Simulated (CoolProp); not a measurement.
Vapour-liquid equilibrium of hydrogen sulfide (1) + n-hexane (2) at 0.95 °C; x and y are mole fractions of (1).

Values from CoolProp's multi-fluid Helmholtz-energy mixture model, Lemmon 2006 and Thol 2019; pair parameters Kunz 2012.

### Question
Give the bubble pressure and the first vapour's composition at x = 0.05, 0.45, 0.55. Is there an azeotrope?

### Answer
x = 0.05: 106.1 kPa, y = 0.940; x = 0.45: 635.7 kPa, y = 0.991; x = 0.55: 702.0 kPa, y = 0.993. No azeotrope shows between x = 0.05 and 0.95.

The pair parameters rest on a limited set of measurements; away from them the model extrapolates. With so large a gap from Raoult's law the liquid may split in two, which this calculation doesn't test in full.
